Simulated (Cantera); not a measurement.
Cantera run, input and output.

```python
import numpy as np
import cantera as ct

surf = ct.Interface("ptcombust.yaml", "Pt_surf")
gas = surf.adjacent["gas"]
gas.TPX = 1098, 29000, {'CH4': 0.0053, 'O2': 0.017, 'N2': 0.79}
surf.TP = 1098, 29000
reactor = ct.FlowReactor(gas, clone=False)
reactor.area = 0.0001  # m2
reactor.surface_area_to_volume_ratio = 270  # 1/m
reactor.mass_flow_rate = 0.18 * reactor.area * gas.density  # inlet velocity 0.18 m/s
reactor.energy_enabled = False
wall = ct.ReactorSurface(surf, reactor, clone=False)
net = ct.ReactorNet([reactor])
net.rtol, net.atol = 1e-8, 1e-16
show, cover = ['CH4', 'O2', 'H2O', 'CO2', 'CO'], ['PT(S)', 'H(S)', 'O(S)', 'OH(S)', 'CO(S)', 'C(S)']

rows = []
print(f"{'z/m':>9s}{'u/(m/s)':>9s}" + "".join(f"{s:>13s}" for s in show + cover))
for z in [9.9e-05, 0.00016, 0.00027, 0.00046, 0.00076, 0.0013, 0.0021, 0.0035, 0.0059, 0.0099]:
    net.advance(z)
    rows.append([reactor.speed, *gas[show].X, *surf[cover].coverages])
    print(f"{z:9.4g}{rows[-1][0]:9.3g}" + "".join(f"{x:13.4e}" for x in rows[-1][1:]))
```

It prints:

```
      z/m  u/(m/s)          CH4           O2          H2O          CO2           CO        PT(S)         H(S)         O(S)        OH(S)        CO(S)         C(S)
  9.9e-05     0.18   5.9396e-03   1.9764e-02   1.1686e-03   5.7598e-04   8.0817e-06   5.0781e-01   4.6293e-07   4.9184e-01   3.3728e-04   8.9183e-06   8.7543e-08
  0.00016     0.18   5.6012e-03   1.9088e-02   1.8440e-03   9.1391e-04   7.6636e-06   5.0984e-01   5.6275e-07   4.8974e-01   4.0687e-04   8.5241e-06   8.3673e-08
  0.00027     0.18   5.0319e-03   1.7952e-02   2.9800e-03   1.4821e-03   6.9519e-06   5.1341e-01   7.0478e-07   4.8608e-01   5.0252e-04   7.8404e-06   7.6959e-08
  0.00046     0.18   4.1642e-03   1.6222e-02   4.7102e-03   2.3475e-03   5.8459e-06   5.1925e-01   8.9022e-07   4.8012e-01   6.2022e-04   6.7424e-06   6.6178e-08
  0.00076     0.18   3.0580e-03   1.4019e-02   6.9144e-03   3.4496e-03   4.3923e-06   5.2750e-01   1.1023e-06   4.7175e-01   7.4307e-04   5.2260e-06   5.1288e-08
   0.0013     0.18   1.7094e-03   1.1334e-02   9.5998e-03   4.7920e-03   2.5372e-06   5.3910e-01   1.3497e-06   4.6002e-01   8.6842e-04   3.1502e-06   3.0908e-08
   0.0021     0.18   6.9179e-04   9.3097e-03   1.1626e-02   5.8044e-03   1.0587e-06   5.4933e-01   1.5401e-06   4.4971e-01   9.5085e-04   1.3624e-06   1.3361e-08
   0.0035     0.18   1.3418e-04   8.1988e-03   1.2737e-02   6.3598e-03   2.1113e-07   5.5566e-01   1.6492e-06   4.4335e-01   9.9251e-04   2.7574e-07   2.6988e-09
   0.0059     0.18   7.8267e-06   7.9444e-03   1.2991e-02   6.4867e-03   1.4147e-08   5.5719e-01   1.6749e-06   4.4180e-01   1.0017e-03   1.6702e-08   1.5898e-10
   0.0099     0.18   8.2409e-08   7.9260e-03   1.3010e-02   6.4956e-03   1.5499e-09   5.5731e-01   1.6769e-06   4.4168e-01   1.0024e-03   5.3770e-10   1.6752e-12
```

Model: Deutschmann's 1995 Pt surface mechanism with GRI-Mech 3.0 gas chemistry, integrated in Cantera. Catalytic surfaces can have several steady states; this one follows from the mechanism file's or the stated starting coverage. Mass transfer to the wall is taken as infinitely fast.
